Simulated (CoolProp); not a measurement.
Vapour-liquid equilibrium of dimethyl ether (1) + n-pentane (2) at 319 K; x and y are mole fractions of (1).

Model: multi-fluid Helmholtz-energy mixture model, Wu 2011 and Thol 2019; pair parameters Bell 2016, in CoolProp.

Q: Give the bubble pressure and the first vapour's composition at x = 0.05, 0.25, 0.85. Is there an azeotrope?

A: x = 0.05: 1.686 bar, y = 0.204; x = 0.25: 3.598 bar, y = 0.701; x = 0.85: 9.149 bar, y = 0.961. No azeotrope shows between x = 0.05 and 0.95.

The pair parameters rest on a limited set of measurements; away from them the model extrapolates. The gap from Raoult's law changes sign with composition, which may be real or a fault of the pair parameters; it wasn't checked against measurements.
